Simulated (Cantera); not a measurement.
An adiabatic, constant-volume homogeneous reactor starts with CH₄ : CO : O₂ : N₂ = 1 : 0.085 : 3.58 : 13.5 (molar parts), at 1100 K and 0.987 atm.

Detailed kinetics in Cantera: GRI-Mech 3.0 (53 species, 325 reactions).

x: mole fraction; the columns are a selection and need not sum to one.

```
t (s)     T (K)  P (bar)   x CH₄     x CO    x O₂     x CO₂     x H₂O       x H
--------  -----  -------  ------  -------  ------  --------  --------  --------
3.00e-6    1100     1.00  0.0551  0.00468   0.197  2.42e-11  6.51e-12    <1e-12
6.59e-6    1100     1.00  0.0551  0.00468   0.197  5.35e-11  2.97e-11    <1e-12
1.45e-5    1100     1.00  0.0551  0.00468   0.197  1.18e-10  9.57e-11    <1e-12
3.18e-5    1100     1.00  0.0551  0.00468   0.197  2.63e-10  2.57e-10    <1e-12
6.98e-5    1100     1.00  0.0551  0.00468   0.197  5.93e-10  6.70e-10  1.10e-12
0.000153   1100     1.00  0.0551  0.00468   0.197   1.37e-9   1.87e-9  1.93e-12
0.000337   1100     1.00  0.0551  0.00468   0.197   3.32e-9   6.01e-9  3.96e-12
0.000739   1100     1.00  0.0551  0.00468   0.197   8.76e-9   2.32e-8  9.47e-12
0.00162    1100     1.00  0.0551  0.00468   0.197   2.57e-8   1.10e-7  2.72e-11
0.00357    1100     1.00  0.0550  0.00468   0.197   8.29e-8   6.25e-7  9.45e-11
0.00783    1100     1.00  0.0550  0.00468   0.197   2.71e-7   3.88e-6  2.97e-10
0.0172     1100     1.00  0.0550  0.00468   0.197   8.52e-7   1.78e-5  5.45e-10
0.0378     1101     1.00  0.0550  0.00468   0.197         …         …         …
0.0829     1103     1.00  0.0547  0.00471   0.197   1.27e-5  0.000294   4.33e-9
0.182      2461     2.25  <1e-12  0.00399  0.0781    0.0555     0.104  0.000499
0.400      2459     2.24  <1e-12  0.00396  0.0776    0.0555     0.104  0.000492
```

Task: Complete the blanks.

Result: 
- 0.0378, x CO₂: 2.87e-6
- 0.0378, x H₂O: 6.46e-5
- 0.0378, x H: 1.12e-9
